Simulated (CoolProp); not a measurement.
Properties of cyclopropane along the isobar 0.0851 MPa (Tc = 398.7 K, pc = 5.605 MPa, ω = 0.131).

Computed with CoolProp (reference Helmholtz-energy equation of state, Polt 1992). This equation is an older, rougher fit.

```json
[
 {"T (K)": "388.3", "phase": "gas", "Joule-Thomson coefficient (K/MPa)": "9.078", "fugacity coefficient": "0.9943"},
 {"T (K)": "394.3", "phase": "gas", "Joule-Thomson coefficient (K/MPa)": "8.579", "fugacity coefficient": "0.9946"},
 {"T (K)": "400.4", "phase": "gas", "Joule-Thomson coefficient (K/MPa)": "8.108", "fugacity coefficient": "0.9948"},
 {"T (K)": "406.4", "phase": "gas", "Joule-Thomson coefficient (K/MPa)": "7.676", "fugacity coefficient": "0.9951"},
 {"T (K)": "412.5", "phase": "gas", "Joule-Thomson coefficient (K/MPa)": "7.268", "fugacity coefficient": "0.9953"},
 {"T (K)": "418.5", "phase": "gas", "Joule-Thomson coefficient (K/MPa)": "6.893", "fugacity coefficient": "0.9955"},
 {"T (K)": "424.6", "phase": "gas", "Joule-Thomson coefficient (K/MPa)": "…", "fugacity coefficient": "0.9957"},
 {"T (K)": "430.6", "phase": "gas", "Joule-Thomson coefficient (K/MPa)": "…", "fugacity coefficient": "0.9959"},
 {"T (K)": "436.7", "phase": "gas", "Joule-Thomson coefficient (K/MPa)": "5.899", "fugacity coefficient": "0.9960"},
 {"T (K)": "442.7", "phase": "gas", "Joule-Thomson coefficient (K/MPa)": "5.613", "fugacity coefficient": "0.9962"},
 {"T (K)": "448.8", "phase": "gas", "Joule-Thomson coefficient (K/MPa)": "…", "fugacity coefficient": "0.9963"},
 {"T (K)": "454.8", "phase": "gas", "Joule-Thomson coefficient (K/MPa)": "5.089", "fugacity coefficient": "0.9965"},
 {"T (K)": "460.9", "phase": "gas", "Joule-Thomson coefficient (K/MPa)": "4.850", "fugacity coefficient": "0.9966"},
 {"T (K)": "466.9", "phase": "gas", "Joule-Thomson coefficient (K/MPa)": "4.628", "fugacity coefficient": "0.9967"},
 {"T (K)": "473", "phase": "gas", "Joule-Thomson coefficient (K/MPa)": "4.416", "fugacity coefficient": "0.9968"}
]
```

Question: What belongs in the gaps?

Answer: 
- 424.6, Joule-Thomson coefficient (K/MPa): 6.537
- 430.6, Joule-Thomson coefficient (K/MPa): 6.210
- 448.8, Joule-Thomson coefficient (K/MPa): 5.341
